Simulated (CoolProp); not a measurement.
Properties of hydrogen chloride along the isotherm 56.05 °C.

Values from CoolProp's reference Helmholtz-energy equation of state, Thol 2018.

```json
[
 {"p (kPa)": "1600", "phase": "gas", "density (kg/m³)": "22.96", "isothermal compressibility (1/MPa)": "…"},
 {"p (kPa)": "3200", "phase": "gas", "density (kg/m³)": "…", "isothermal compressibility (1/MPa)": "0.3733"},
 {"p (kPa)": "4800", "phase": "gas", "density (kg/m³)": "83.97", "isothermal compressibility (1/MPa)": "0.2866"},
 {"p (kPa)": "6400", "phase": "gas", "density (kg/m³)": "130.0", "isothermal compressibility (1/MPa)": "0.2699"},
 {"p (kPa)": "7990", "phase": "gas", "density (kg/m³)": "208.5", "isothermal compressibility (1/MPa)": "0.3583"},
 {"p (kPa)": "9590", "phase": "supercritical", "density (kg/m³)": "568.7", "isothermal compressibility (1/MPa)": "0.2108"},
 {"p (kPa)": "11200", "phase": "supercritical", "density (kg/m³)": "…", "isothermal compressibility (1/MPa)": "0.05040"},
 {"p (kPa)": "12800", "phase": "supercritical", "density (kg/m³)": "703.4", "isothermal compressibility (1/MPa)": "0.02922"},
 {"p (kPa)": "14400", "phase": "supercritical", "density (kg/m³)": "731.5", "isothermal compressibility (1/MPa)": "0.02078"},
 {"p (kPa)": "16000", "phase": "supercritical", "density (kg/m³)": "…", "isothermal compressibility (1/MPa)": "0.01622"},
 {"p (kPa)": "17600", "phase": "supercritical", "density (kg/m³)": "771.2", "isothermal compressibility (1/MPa)": "0.01335"},
 {"p (kPa)": "19200", "phase": "supercritical", "density (kg/m³)": "…", "isothermal compressibility (1/MPa)": "0.01138"},
 {"p (kPa)": "20800", "phase": "supercritical", "density (kg/m³)": "800.0", "isothermal compressibility (1/MPa)": "0.009931"}
]
```

Problem. Complete the blanks.

Solution. 
- 1600, isothermal compressibility (1/MPa): 0.6752
- 3200, density (kg/m³): 50.15
- 11200, density (kg/m³): 662.1
- 16000, density (kg/m³): 753.2
- 19200, density (kg/m³): 786.5
